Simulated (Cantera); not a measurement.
# SiCl4 + Cl2 + H2 (chlorosilane synthesis and conversion)

A closed system holds: 1 mol SiCl4, 0.74 mol Cl2, a varied amount of H2, held at 848 K and 97.5 Torr.

Equilibrium computed with Cantera from the NASA thermochemical tables; the gas is ideal and each condensed phase is pure. Candidate condensed phases: Si; 19 gas species. The numbers say what is thermodynamically allowed, not how fast it happens.

```tsv
n(H2) (mol)	x H2	x HCl	x SiCl4	x SiHCl3	x SiCl3	x SiH2Cl2	x SiCl2
1.7	0.279	0.431	0.290	0.000305	2.77e-6	2.81e-8	1.90e-9
3.4	0.517	0.289	0.194	0.000564	3.76e-6	1.44e-7	5.25e-9
5.1	0.637	0.217	0.146	0.000692	4.15e-6	2.89e-7	8.56e-9
6.9	0.712	0.172	0.115	0.000772	4.38e-6	4.54e-7	1.20e-8
8.6	0.759	0.144	0.0959	0.000820	4.51e-6	6.15e-7	1.53e-8
10	0.788	0.127	0.0843	0.000849	4.58e-6	7.49e-7	1.80e-8
12	0.819	0.109	0.0719	0.000879	4.65e-6	9.42e-7	2.17e-8
14	0.842	0.0949	0.0626	0.000900	4.70e-6	1.13e-6	2.55e-8
15	0.851	0.0893	0.0588	0.000909	4.72e-6	1.23e-6	2.73e-8
17	0.867	0.0799	0.0524	0.000922	4.75e-6	1.42e-6	3.10e-8
19	0.879	0.0723	0.0473	0.000933	4.76e-6	1.61e-6	3.46e-8
```
x: gas mole fraction; nothing condenses.

From 1.7 mol H2 to 19 mol H2 nothing is condensed. The main Si-bearing gas is SiCl4 throughout.
